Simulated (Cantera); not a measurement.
Stirred combustor or abatement burner

A perfectly stirred reactor is fed with C₃H₈ : O₂ : N₂ = 1 : 3.57 : 13.4 (molar parts), at 1.01 bar; it is adiabatic with a 750 K inlet, and is followed from long to short residence time, starting on the burning branch (τ in s: 0.075, 0.031, 0.013, 0.0052, 0.0021, 0.00089, 0.00036, 0.00015, 6.2e-05, 2.5e-05).

Cantera simulation using GRI-Mech 3.0 (53 species, 325 reactions); the numbers are that mechanism's predictions, not measurements. GRI-Mech 3.0 was tuned for natural gas; its chemistry of propane as a main component is partial and can be far from experiment.

```json
[
 {"τ (s)": "0.075", "T (K)": "2351", "x C₃H₈": "1.62e-7", "x O₂": "0.000189", "x CO₂": "0.0524", "x CH₃": "5.32e-6", "x HCO": "1.10e-7"},
 {"τ (s)": "0.031", "T (K)": "2342", "x C₃H₈": "3.53e-7", "x O₂": "0.000286", "x CO₂": "0.0524", "x CH₃": "9.96e-6", "x HCO": "1.86e-7"},
 {"τ (s)": "0.013", "T (K)": "2329", "x C₃H₈": "7.43e-7", "x O₂": "0.000451", "x CO₂": "0.0523", "x CH₃": "1.79e-5", "x HCO": "3.47e-7"},
 {"τ (s)": "0.0052", "T (K)": "2312", "x C₃H₈": "1.63e-6", "x O₂": "0.000735", "x CO₂": "0.0520", "x CH₃": "3.34e-5", "x HCO": "7.25e-7"},
 {"τ (s)": "0.0021", "T (K)": "2293", "x C₃H₈": "3.60e-6", "x O₂": "0.00119", "x CO₂": "0.0516", "x CH₃": "6.51e-5", "x HCO": "1.59e-6"},
 {"τ (s)": "0.00089", "T (K)": "2273", "x C₃H₈": "7.92e-6", "x O₂": "0.00192", "x CO₂": "0.0509", "x CH₃": "0.000130", "x HCO": "3.46e-6"},
 {"τ (s)": "0.00036", "T (K)": "2248", "x C₃H₈": "1.93e-5", "x O₂": "0.00343", "x CO₂": "0.0493", "x CH₃": "0.000286", "x HCO": "8.12e-6"},
 {"τ (s)": "0.00015", "T (K)": "2206", "x C₃H₈": "4.98e-5", "x O₂": "0.00681", "x CO₂": "0.0456", "x CH₃": "0.000642", "x HCO": "1.89e-5"},
 {"τ (s)": "6.2e-5", "T (K)": "2098", "x C₃H₈": "0.000167", "x O₂": "0.0167", "x CO₂": "0.0360", "x CH₃": "0.00156", "x HCO": "4.56e-5"},
 {"τ (s)": "2.5e-5", "T (K)": "750", "x C₃H₈": "0.0556", "x O₂": "0.199", "x CO₂": "<1e-12", "x CH₃": "<1e-12", "x HCO": "<1e-12"}
]
```
x: mole fraction; the columns are a selection and need not sum to one.
